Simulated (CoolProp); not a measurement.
Model: reference Helmholtz-energy equation of state, Span 1996, in CoolProp.

Task: For carbon dioxide, give the phase and the cv (kJ/(kg K)), speed of sound (m/s) at 176.75 °C and 6.22 bar; 176.75 °C and 9.39 bar; 176.75 °C and 32.2 bar.

Result: 
- 176.75 °C and 6.22 bar: gas; cv 0.792, speed of sound 323
- 176.75 °C and 9.39 bar: gas; cv 0.794, speed of sound 323
- 176.75 °C and 32.2 bar: gas; cv 0.804, speed of sound 320
